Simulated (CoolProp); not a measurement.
A simple Rankine cycle with R123: condensing at 331.15 K, boiler at 1 MPa, turbine inlet 386.3 K, turbine efficiency 0.9, pump efficiency 0.6, no recuperator. Each further row changes one setting.

Model: reference Helmholtz-energy equation of state, Younglove 1994, in CoolProp. It is a modified Benedict-Webb-Rubin equation, recast in Helmholtz form.

```tsv
case	thermal efficiency (%)	net work (kJ/kg)	heat in (kJ/kg)	turbine exit temperature (K)	volume ratio over the turbine
as stated	10.4	19.4	187	345.2	3.86
turbine inlet 406.3 K	10.3	21.2	205	366.3	3.76
condensing temperature 323.15 K	11.8	23.0	195	338.9	4.87
boiler pressure 0.7 MPa	7.9	15.1	193	358.2	2.60
turbine efficiency 0.8	9.2	17.1	187	348.2	3.90
```
